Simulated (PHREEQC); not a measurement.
Consider water at 20 °C with 0.012 mol/kgw Al2(SO4)3, 0.0005 mol/kgw ZnCl2, 0.18 mol/kgw H2SO4 and 0.0015 mol/kgw Na2SO4. Closed to the air; pH follows from the charge balance.

All values are PHREEQC results (ion-association model, wateq4f.dat), not measurements.

Each row changes one thing in this solution. No solid was allowed to form.

```csv
case,pH,ionic strength (mol/kgw),HSO4- (mol/kgw),SO4-2 (mol/kgw),Zn+2 (mol/kgw),ZnSO4 (mol/kgw),SI of Goslarite (ZnSO4:7H2O),SI of Zincite(c) (ZnO)
as made,0.81,0.274,0.161,0.0319,0.000300,0.000160,-4.14,-13.85
temperature from 20 to 70 °C,0.87,0.247,0.185,0.0130,0.000388,0.000103,-4.84,-11.27
Na2SO4 left out,0.80,0.272,0.160,0.0315,0.000301,0.000159,-4.14,-13.85
Na2SO4 from 0.0015 to 0.0003 mol/kgw,0.81,0.273,0.160,0.0316,0.000301,0.000159,-4.14,-13.85
diluted 5-fold with water,1.40,0.0695,0.0250,0.0138,6.09e-5,3.49e-5,-4.81,-13.17
H2SO4 from 0.18 to 0.162 mol/kgw,0.85,0.254,0.144,0.0308,0.000298,0.000162,-4.14,-13.76
Al2(SO4)3 left out,0.79,0.238,0.153,0.0278,0.000306,0.000158,-4.15,-13.86
temperature from 20 to 90 °C,0.89,0.246,0.192,0.00842,0.000422,7.21e-5,-5.16,-10.44
```

Constants without temperature data keep their 25 °C values here.
